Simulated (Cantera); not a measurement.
Charge: 1 mol SiHCl3, 130 mol N2, held at 948.15 K and 1330 Pa.

Equilibrium computed with Cantera from the NASA thermochemical tables; the gas is ideal and each condensed phase is pure. Candidate condensed phases: NH4Cl, Si, Si3N4; 28 gas species. N2 is the only nitrogen source here; it is nearly inert below about 1500 K, so the nitride shown seldom forms there in practice. The numbers say what is thermodynamically allowed, not how fast it happens.

Base state: N2 0.989, HCl 0.00714, SiCl4 0.00393, H2 0.000243 (mole fractions); condensed: Si3N4(s).

**Question.** What changes in the equilibrium state with this change: temperature from 948.15 K to 1823 K?

**Answer.** 
```tsv
species	before	after
N2	0.989	0.984
SiCl2	7.16e-8	0.00742
HCl	0.00714	0.00659
SiCl4	0.00393	3.09e-6
Cl	1.99e-9	0.000891
H	<1e-9	7.95e-5
SiCl	<1e-9	2.30e-5
SiCl3	2.89e-6	0.000122
Si3N4(s), mol	0.161	0
```
The tables' values for SiCl3, SiCl are old estimates; treat these amounts as uncertain.
